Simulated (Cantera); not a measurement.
A Cantera script and what it prints.

```python
import numpy as np
import cantera as ct

gas_names = [...]  # 95 gases of nasa_gas.yaml made of C, F, H
cond_names = """
    C(gr) C6H6(L) C7H8(L) C8H18(L),n-octa
""".split()


# ... load() reads the species with a 1 bar reference pressure and builds the phases ...
atoms = {
    'CH3F': {'C': 1, 'H': 3, 'F': 1},
    'F2': {'F': 2},
    'H2': {'H': 2},
}
top_T = {'C(gr)': 4500}  # K; cautious upper limits of use, not melting points


# ... equilibrate(T, P, feed) seeds the gas with the atoms and calls Mixture.equilibrate('TP', solver="vcs", rtol=1e-11, max_steps=5000) ...
results = []
feed = {'CH3F': 1, 'F2': 0.89, 'H2': 0.8}  # mol
P = 1333.22  # Pa
for T in [1748, 1898, 2048, 2198, 2348, 2498, 2648, 2798, 2948]:
    mix = equilibrate(T, P, feed)
    results.append((T, P, feed, dict(zip(mix.species_names, mix.species_moles))))
    x = sorted(zip(gas.X, gas.species_names), reverse=True)
    print(f"T = {T:g} K  P = {P:g} Pa  gas = {mix.phase_moles(0):.4g} mol")
    print("   x: " + "  ".join(f"{s} {v:.3e}" for v, s in x if v > 0.001))
    print("   condensed (mol): " + ("  ".join(f"{mix.phase(i).name} {mix.phase_moles(i):.4g}"
          for i in range(1, mix.n_phases) if mix.phase_moles(i) > 1e-12) or "none"))
```

Result:

```
T = 1748 K  P = 1333.22 Pa  gas = 3.692 mol
   x: HF 7.530e-01  H2 2.460e-01
   condensed (mol): C(gr) 0.9998
T = 1898 K  P = 1333.22 Pa  gas = 3.696 mol
   x: HF 7.521e-01  H2 2.444e-01  H 3.347e-03
   condensed (mol): C(gr) 0.9993
T = 2048 K  P = 1333.22 Pa  gas = 3.708 mol
   x: HF 7.498e-01  H2 2.404e-01  H 9.509e-03
   condensed (mol): C(gr) 0.9981
T = 2198 K  P = 1333.22 Pa  gas = 3.733 mol
   x: HF 7.446e-01  H2 2.316e-01  H 2.321e-02
   condensed (mol): C(gr) 0.9956
T = 2348 K  P = 1333.22 Pa  gas = 3.784 mol
   x: HF 7.344e-01  H2 2.146e-01  H 4.955e-02  C2H2,acetylene 1.173e-03
   condensed (mol): C(gr) 0.9909
T = 2498 K  P = 1333.22 Pa  gas = 3.872 mol
   x: HF 7.171e-01  H2 1.867e-01  H 9.326e-02  C2H2,acetylene 2.003e-03
   condensed (mol): C(gr) 0.9832
T = 2648 K  P = 1333.22 Pa  gas = 4.007 mol
   x: HF 6.915e-01  H 1.548e-01  H2 1.478e-01  C2H2,acetylene 2.878e-03  F 2.178e-03
   condensed (mol): C(gr) 0.9691
T = 2798 K  P = 1333.22 Pa  gas = 4.192 mol
   x: HF 6.566e-01  H 2.261e-01  H2 1.033e-01  F 6.011e-03  C2H2,acetylene 3.422e-03  C3 2.311e-03
   condensed (mol): C(gr) 0.927
T = 2948 K  P = 1333.22 Pa  gas = 4.46 mol
   x: HF 6.058e-01  H 2.909e-01  H2 6.264e-02  F 1.582e-02  C3 1.331e-02  C2H2,acetylene 3.342e-03  C2H 2.472e-03  C 2.298e-03  CF 1.640e-03  C2 1.338e-03
   condensed (mol): C(gr) 0.7334
```

These are equilibrium values from Cantera (NASA tables, ideal gas, pure condensed phases), not measurements of a reactor.
